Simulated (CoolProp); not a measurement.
Vapour-liquid equilibrium of benzene (1) + toluene (2) at 12.7 bar; x and y are mole fractions of (1).

Computed with CoolProp (multi-fluid Helmholtz-energy mixture model, Thol 2012 and Lemmon 2006; pair parameters Bell 2016).

```csv
x,"bubble temperature, mixture model (°C)","bubble temperature, Raoult's law (°C)","y, mixture model","y, Raoult's law"
0.05,229.4,229.1,(withheld),0.088
0.15,224.8,224.1,(withheld),0.246
0.25,220.4,219.5,0.343,0.383
0.35,216.2,215.2,(withheld),0.502
0.45,212.1,211.1,0.567,0.606
0.55,(withheld),207.2,(withheld),0.698
0.65,204.4,203.6,0.752,0.780
0.75,(withheld),200.2,0.831,0.852
0.85,197.3,197.0,0.904,0.916
0.95,194.0,193.9,(withheld),0.974
```

Problem. Some entries are withheld; supply them.

Solution. 
- 0.05, y, mixture model: 0.075
- 0.15, y, mixture model: 0.215
- 0.35, y, mixture model: 0.460
- 0.55, bubble temperature, mixture model (°C): 208.2
- 0.55, y, mixture model: 0.664
- 0.75, bubble temperature, mixture model (°C): 200.8
- 0.95, y, mixture model: 0.969

The largest gap from Raoult's law is +1.0 K in bubble temperature, at x = 0.35. No azeotrope shows between x = 0.05 and 0.95.

The pair parameters rest on a limited set of measurements; away from them the model extrapolates.
